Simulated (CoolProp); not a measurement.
Model: reference Helmholtz-energy equation of state, Guder 2009, in CoolProp.

### Question
For sulfur hexafluoride, give the phase and the speed of sound (m/s), isothermal compressibility (1/MPa), fugacity coefficient at 397.5 K and 12200 kPa; 434.7 K and 12200 kPa; 546.3 K and 12200 kPa.

### Answer
- 397.5 K and 12200 kPa: supercritical; speed of sound 160, isothermal compressibility 0.0693, fugacity coefficient 0.610
- 434.7 K and 12200 kPa: supercritical; speed of sound 159, isothermal compressibility 0.0818, fugacity coefficient 0.719
- 546.3 K and 12200 kPa: supercritical; speed of sound 186, isothermal compressibility 0.0800, fugacity coefficient 0.908
